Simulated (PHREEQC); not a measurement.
Dissolve 0.0053 mol/kgw KOH and 0.013 mol/kgw Al(NO3)3 at 20 °C. It is in equilibrium with CO2 at log p = -3.5 (atm). Otherwise closed; pH follows from the charge balance.

All values are PHREEQC results (ion-association model, phreeqc.dat), not measurements.

Precipitation was switched off in this run.

**Question.** Order these Al species by the share of Al that they hold, largest first: AlOH+2, Al+3, Al(OH)2+.

**Answer.** Al+3 (67 %), AlOH+2 (26 %), Al(OH)2+ (7.5 %)

The pH is 5.04 and the ionic strength 0.0684 mol/kgw. The solution is supersaturated, for example in Al(OH)3(a), Gibbsite (slow to form), so a real one may precipitate; this is no full list. Species that the database lacks are ignored.
